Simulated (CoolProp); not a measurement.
The numbers come from the reference Helmholtz-energy equation of state, Span 1996 in CoolProp.

Problem. Give the vapour pressure (kPa), liquid density (kg/m³), enthalpy of vaporisation (kJ/kg), liquid cp (kJ/(kg K)) of saturated carbon dioxide at 232, 260.3 K.

Solution. 
```json
[
 {"T (K)": "232", "p (kPa)": "963", "liquid density (kg/m³)": "1120", "enthalpy of vaporisation (kJ/kg)": "324", "liquid cp (kJ/(kg K))": "2.01"},
 {"T (K)": "260.3", "p (kPa)": "2440", "liquid density (kg/m³)": "997", "enthalpy of vaporisation (kJ/kg)": "266", "liquid cp (kJ/(kg K))": "2.26"}
]
```
